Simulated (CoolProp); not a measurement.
A simple Rankine cycle with dimethyl ether: condensing at 314.15 K, boiler at 3.5 MPa, turbine inlet 391.5 K, turbine efficiency 0.7, pump efficiency 0.8, no recuperator. Each further row changes one setting.

The numbers come from the reference Helmholtz-energy equation of state, Wu 2011 in CoolProp.

```tsv
case	thermal efficiency (%)	net work (kJ/kg)	heat in (kJ/kg)	turbine exit temperature (K)	volume ratio over the turbine
as stated	9.3	41.2	445	330.0	4.16
turbine inlet 411.5 K	9.6	?	495	354.6	3.98
condensing temperature 306.15 K	10.4	?	?	322.5	?
boiler pressure 2.45 MPa	?	35.6	479	351.7	2.72
turbine efficiency 0.6	?	34.6	445	333.6	?
```

Problem. Some entries are withheld; supply them.

Solution. 
- turbine inlet 411.5 K, net work (kJ/kg): 47.4
- condensing temperature 306.15 K, net work (kJ/kg): 48.3
- condensing temperature 306.15 K, heat in (kJ/kg): 465
- condensing temperature 306.15 K, volume ratio over the turbine: 5.13
- boiler pressure 2.45 MPa, thermal efficiency (%): 7.4
- turbine efficiency 0.6, thermal efficiency (%): 7.8
- turbine efficiency 0.6, volume ratio over the turbine: 4.23
